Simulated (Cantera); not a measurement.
Charge: 1 mol Si3N4, 0.067 mol N2O, 270 mol N2, equilibrated at 0.950 Pa.

Method: chemical equilibrium by Gibbs-energy minimisation in Cantera with the NASA 1993 tables (ideal gas, pure condensed phases). Candidate condensed phases: Si, SiO2, Si2N2O, Si3N4; 16 gas species. Mutual solubility and eutectic melting of coexisting phases are not modelled. Equilibrium is a limit: real reactors are often held back by kinetics, nucleation or transport.

Question: Which condensed phases are stable at each of these points (T (°C)): 627, 727, 827, 927, 1027, 1127, 1227, 1327, 1427, 1527, 1627, 1727, 1827?

Answer: 
| T (°C) | condensed phases | Si condensed (%) |
|---|---|---|
| 627 | Si2N2O(s) + Si3N4(s) | 100.0 |
| 727 | Si2N2O(s) + Si3N4(s) | 100.0 |
| 827 | Si2N2O(s) + Si3N4(s) | 100.0 |
| 927 | Si2N2O(s) + Si3N4(s) | 100.0 |
| 1027 | Si2N2O(s) + Si3N4(s) | 98.9 |
| 1127 | Si3N4(s) | 97.2 |
| 1227 | Si(s) | 87.5 |
| 1327 | Si(s) | 2.0 |
| 1427 | gas only | 0.0 |
| 1527 | gas only | 0.0 |
| 1627 | gas only | 0.0 |
| 1727 | gas only | 0.0 |
| 1827 | gas only | 0.0 |

From 627 °C to 1027 °C the condensed part is Si2N2O(s) + Si3N4(s). At 1127 °C the condensed part is Si3N4(s). From 1227 °C to 1327 °C the condensed part is Si(s). From 1427 °C to 1827 °C nothing is condensed.
